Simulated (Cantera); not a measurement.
A closed system holds: 1 mol TEOS, 3.8 mol CO2, 9.4 mol H2, held at 0.645 Torr.

Equilibrium computed with Cantera from the NASA thermochemical tables; the gas is ideal and each condensed phase is pure. Candidate condensed phases: C, C6H6, C7H8, C8H18, H2O, Si, SiC, SiO2; 123 gas species. The feed counts by its element totals alone. Equilibrium is a limit: real reactors are often held back by kinetics, nucleation or transport.

**Question.** Which condensed phases are stable at each of these points (T (K)): 773, 823, 873, 923, 973, 1023, 1073, 1123?

**Answer.** 
| T (K) | condensed phases | Si condensed (%) |
|---|---|---|
| 773 | C(graphite) + SiO2(α-quartz) | 100.0 |
| 823 | C(graphite) + SiO2(α-quartz) | 100.0 |
| 873 | C(graphite) + SiO2(β-quartz) | 100.0 |
| 923 | C(graphite) + SiO2(β-quartz) | 100.0 |
| 973 | C(graphite) + SiO2(β-quartz) | 100.0 |
| 1023 | C(graphite) + SiO2(β-quartz) | 100.0 |
| 1073 | C(graphite) + SiO2(β-quartz) | 100.0 |
| 1123 | C(graphite) + SiO2(β-quartz) | 100.0 |

From 773 K to 823 K the condensed part is C(graphite) + SiO2(α-quartz). From 873 K to 1123 K the condensed part is C(graphite) + SiO2(β-quartz).
